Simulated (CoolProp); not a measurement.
A Linde-Hampson liquefier for ethylene: isothermal reversible compression at 320 K from 1 atm to 30 MPa, throttling to 1 atm, return gas leaving the recuperator 5 K below the feed. Each further row changes one setting.

Values from CoolProp's reference Helmholtz-energy equation of state, Smukala 2000.

```json
[
 {"case": "as stated", "liquid yield per pass": "0.422", "compression work (kJ/kg of gas)": "444"},
 {"case": "high pressure 60 MPa", "liquid yield per pass": "0.403", "compression work (kJ/kg of gas)": "513"},
 {"case": "warm-end temperature 350 K", "liquid yield per pass": "0.350", "compression work (kJ/kg of gas)": "512"},
 {"case": "warm-end gap 10 K", "liquid yield per pass": "0.416", "compression work (kJ/kg of gas)": "444"}
]
```
